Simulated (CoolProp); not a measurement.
Aqueous ethylene glycol as a coolant, at 10 °C, 1 atm.

Model: Melinder's fits for secondary coolants, in CoolProp.

```tsv
mass %	freezing point (°C)	cp (kJ/(kg K))	Prandtl number	viscosity (mPa s)	density (kg/m³)
1.4	-0.4	4.173	9.82	1.35	1001
7	-2.3	4.086	11.6	1.56	(withheld)
12.5	-4.4	(withheld)	13.8	1.82	1016
18	-6.9	3.913	(withheld)	2.13	1024
23.6	(withheld)	3.813	19.7	2.49	1032
29.1	-13.9	3.707	(withheld)	2.91	1040
34.6	-18.5	3.593	27.8	3.39	(withheld)
40.2	-24.0	3.473	33.1	3.97	1057
45.7	-30.4	3.353	39.2	4.64	1064
```

**Question.** Some entries are withheld; supply them.

**Answer.** 
- 7, density (kg/m³): 1008
- 12.5, cp (kJ/(kg K)): 4.002
- 18, Prandtl number: 16.5
- 23.6, freezing point (°C): -10.1
- 29.1, Prandtl number: 23.5
- 34.6, density (kg/m³): 1049
